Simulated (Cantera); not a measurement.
An isothermal, constant-pressure homogeneous reactor starts with 66.7 % CH4, 26.7 % H2O, 6.67 % H2, at 1400 K and 1.38 atm.

Model: GRI-Mech 3.0 (53 species, 325 reactions), integrated in Cantera. GRI-Mech 3.0 stops at C3 and has no aromatics, soot or wall deposition, so with more carbon than oxygen in the feed, carbon stays in small species such as C2H2 where larger ones or solid carbon would form.

x: mole fraction; the columns are a selection and need not sum to one.

| t (s) | x CH4 | x H2O | x H2 | x C2H2 | x CH3 |
|---|---|---|---|---|---|
| 2.00e-5 | 0.667 | 0.267 | 0.0667 | <1e-12 | [?] |
| 6.02e-5 | 0.667 | 0.267 | 0.0667 | <1e-12 | [?] |
| 0.000181 | 0.667 | 0.267 | 0.0667 | 2.84e-11 | [?] |
| 0.000545 | 0.667 | 0.267 | 0.0667 | 1.75e-9 | [?] |
| 0.00164 | 0.666 | 0.267 | 0.0668 | 4.16e-8 | [?] |
| 0.00494 | 0.666 | 0.267 | 0.0671 | 8.40e-7 | [?] |
| 0.0149 | 0.664 | 0.267 | 0.0682 | 2.05e-5 | [?] |
| 0.0447 | 0.658 | 0.266 | 0.0730 | 0.000417 | 6.42e-5 |
| 0.135 | 0.637 | 0.263 | 0.0899 | 0.00417 | 6.17e-5 |
| 0.405 | 0.579 | 0.254 | 0.139 | 0.0194 | [?] |
| 1.22 | 0.462 | 0.236 | 0.238 | 0.0482 | [?] |
| 3.67 | 0.313 | 0.211 | 0.362 | 0.0770 | 3.65e-5 |
| 11.0 | 0.274 | 0.188 | 0.407 | 0.0771 | 3.55e-5 |
| 33.2 | 0.273 | 0.152 | 0.438 | 0.0619 | 3.41e-5 |
| 100 | 0.263 | 0.0994 | 0.486 | 0.0421 | [?] |

Fill in the missing entries.


- 2.00e-5, x CH3: 2.86e-6
- 6.02e-5, x CH3: 8.47e-6
- 0.000181, x CH3: 2.21e-5
- 0.000545, x CH3: 3.46e-5
- 0.00164, x CH3: 3.83e-5
- 0.00494, x CH3: 4.55e-5
- 0.0149, x CH3: 5.74e-5
- 0.405, x CH3: 5.41e-5
- 1.22, x CH3: 4.30e-5
- 100, x CH3: 3.12e-5
